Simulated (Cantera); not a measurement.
Feed: 1 mol SiCl4, 0.0066 mol C2H4, 10 mol H2, equilibrated at 133 Pa.

Cantera equilibrium calculation (NASA polynomials, part measured and part estimated; ideal gas, pure solids and liquids). Candidate condensed phases: C, C6H6, C7H8, C8H18, Si, SiC; 109 gas species. The tables' values for SiCl3, SiCl are old estimates; treat these amounts as uncertain. Equilibrium is a limit: real reactors are often held back by kinetics, nucleation or transport. All values below are at 1623 K.

Base state: H2 0.748, HCl 0.168, SiCl2 0.0811, H 0.00164, SiCl3 0.000691, Cl 0.000289, SiCl 0.000142, Si 7.23e-5 (mole fractions); condensed: SiC(s).

Task: What changes in the equilibrium state with this change: H2 from 10 to 120 mol?

Result: 
| species | before | after |
|---|---|---|
| H2 | 0.748 | 0.968 |
| HCl | 0.168 | 0.0273 |
| SiCl2 | 0.0811 | 0.00269 |
| SiCl4 | 1.37e-5 | 9.29e-9 |
| SiCl3 | 0.000691 | 3.27e-6 |
| SiC(s), mol | 0.0132 | 0.0131 |
| Si(s), mol | 0 | 0.638 |
Mutual solubility and eutectic melting of coexisting phases are not modelled. The tables' values for SiCl are old estimates; treat these amounts as uncertain.

Task: What changes in the equilibrium state with this change: pressure from 133 Pa to 6100 Pa?

Result: 
| species | before | after |
|---|---|---|
| H2 | 0.748 | 0.754 |
| HCl | 0.168 | 0.163 |
| SiCl2 | 0.0811 | 0.0771 |
| Si | 7.23e-5 | 1.60e-6 |
| SiH2Cl2 | 1.10e-6 | 4.84e-5 |
| SiHCl3 | 9.48e-6 | 0.000401 |
| SiCl4 | 1.37e-5 | 0.000560 |
| Cl | 0.000289 | 4.15e-5 |
| SiC(s), mol | 0.0132 | 0.0132 |
